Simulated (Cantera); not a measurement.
Input: 1 mol Fe3O4, 5.4 mol CH4, 13 mol H2, at 2623.15 K and 750 Torr.

Method: chemical equilibrium by Gibbs-energy minimisation in Cantera with the NASA 1993 tables (ideal gas, pure condensed phases). Iron dissolves carbon and melts from about 1420 K in contact with it, which pure phases cannot show. Condensed phases not in the tables: cementite and carbon dissolved in iron. Equilibrium is a limit: real reactors are often held back by kinetics, nucleation or transport.

```json
[
 {"species": "H2", "before": "0.749", "after": "0.676"},
 {"species": "CO", "before": "0.131", "after": "0.124"},
 {"species": "H", "before": "0.0365", "after": "0.0949"},
 {"species": "Fe", "before": "0.0691", "after": "0.0928"},
 {"species": "C2H2 (acetylene)", "before": "0.0133", "after": "0.0120"},
 {"species": "CH4", "before": "6.98e-5", "after": "7.58e-6"},
 {"species": "C3", "before": "3.08e-6", "after": "2.31e-5"},
 {"species": "CH3", "before": "5.93e-5", "after": "1.86e-5"},
 {"species": "C2H", "before": "5.95e-5", "after": "0.000155"},
 {"species": "C4H2", "before": "9.77e-5", "after": "8.82e-5"},
 {"species": "C2H2 (vinylidene)", "before": "1.54e-5", "after": "1.39e-5"},
 {"species": "C(graphite), mol", "before": "0.569", "after": "0.598"},
 {"species": "Fe(l), mol", "before": "0.896", "after": "0"}
]
```
Gas species are given as mole fractions.

Question: Which change was made?
A. temperature from 2623.15 K to 1425 K
B. pressure from 750 Torr to 100 Torr
C. CH4 from 5.4 to 1.6 mol
D. CH4 from 5.4 to 0.97 mol

Answer: B, pressure from 750 Torr to 100 Torr
